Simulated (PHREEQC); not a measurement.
Alkaline etch or developer: an equilibrium model

Dissolve 0.019 mol KOH per kg of water at 25 °C. Closed to the air; pH follows from the charge balance.

All values are PHREEQC results (ion-association model, phreeqc.dat), not measurements.

Each row changes one thing in this solution. Precipitation was switched off in this run.

```tsv
case	pH	ionic strength (mol/kgw)
as made	12.21	0.0190
temperature from 25 to 45 °C	11.61	0.0190
diluted 5-fold with water	11.54	0.00380
KOH replaced by K2CO3 at the same molality	11.11	0.0554
KOH from 0.019 to 0.0019 mol/kgw	11.25	0.00190
```

Species that the database lacks are ignored. Away from 25 °C the constants follow the database's enthalpies or fits; those with neither stay at their 25 °C values.
